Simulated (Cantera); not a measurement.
**Thermodynamics of thermal oxidation and active oxidation of silicon, feed Si + H2O + H2**

Charge: 1 mol Si, a varied amount of H2O, 980 mol H2, equilibrated at 1177 °C and 17.0 mbar.

Equilibrium computed with Cantera from the NASA thermochemical tables; the gas is ideal and each condensed phase is pure. Candidate condensed phases: H2O, Si, SiO2; 18 gas species. The tables hold silica as quartz up to 1696 K and as liquid above; real silica turns to tridymite and cristobalite and melts near 1996 K. Rates play no part.

| n(H2O) (mol) | log p H2 | log p H2O | log p SiO | log p H | log p SiH2 | n Si(s) | n SiO2(β-quartz) |
|---|---|---|---|---|---|---|---|
| 0.43 | -1.77 | -8.92 | -5.13 | -5.91 | -7.88 | 0.569 | 0 |
| 0.78 | -1.77 | -8.67 | -4.87 | -5.91 | -7.88 | 0.219 | 0 |
| 1.1 | -1.77 | -6.39 | -4.80 | -5.91 | -10.09 | 0 | 0.0765 |
| 1.5 | -1.77 | -6.16 | -5.03 | -5.91 | -10.55 | 0 | 0.460 |
| 1.9 | -1.77 | -5.74 | -5.45 | -5.91 | -11.39 | 0 | 0.794 |
| 2.2 | -1.77 | -5.32 | -5.87 | -5.91 | -12.23 | 0 | 0.922 |
| 2.6 | -1.77 | -4.96 | -6.23 | -5.91 | -12.95 | 0 | 0.966 |
| 2.9 | -1.77 | -4.80 | -6.39 | -5.91 | -13.27 | 0 | 0.976 |
| 3.3 | -1.77 | -4.64 | -6.54 | -5.91 | -13.58 | 0 | 0.983 |
log p: log10 of the partial pressure in bar; n: condensed amount in mol.

From 0.43 mol H2O to 0.78 mol H2O the condensed part is Si(s). From 1.1 mol H2O to 3.3 mol H2O the condensed part is SiO2(β-quartz). The main Si-bearing gas is SiO throughout. The share of Si in condensed phases is highest at 3.3 mol H2O (98.3 %) and lowest at 1.1 mol H2O (7.6 %).
